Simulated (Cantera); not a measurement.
Input: 1 mol PbCl₂, 0.9 mol H₂, a varied amount of N₂, held at 700 °C and 133 Pa.

Equilibrium computed with Cantera from the NASA thermochemical tables; the gas is ideal and each condensed phase is pure. Candidate condensed phases: NH₄Cl, Pb, PbCl₂; 17 gas species. The numbers say what is thermodynamically allowed, not how fast it happens.

Question: Which condensed phases are stable at each of these points (n(N₂) (mol)): 2.9, 4.2, 6, 8.8, 13, 19, 27, 39, 57, 83, 120, 170?

Answer: 
| n(N₂) (mol) | condensed phases | Pb condensed (%) |
|---|---|---|
| 2.9 | Pb(l) | 16.2 |
| 4.2 | Pb(l) | 13.1 |
| 6 | Pb(l) | 9.3 |
| 8.8 | Pb(l) | 4.1 |
| 13 | gas only | 0.0 |
| 19 | gas only | 0.0 |
| 27 | gas only | 0.0 |
| 39 | gas only | 0.0 |
| 57 | gas only | 0.0 |
| 83 | gas only | 0.0 |
| 120 | gas only | 0.0 |
| 170 | gas only | 0.0 |

From 2.9 mol N₂ to 8.8 mol N₂ the condensed part is Pb(l). From 13 mol N₂ to 170 mol N₂ nothing is condensed.
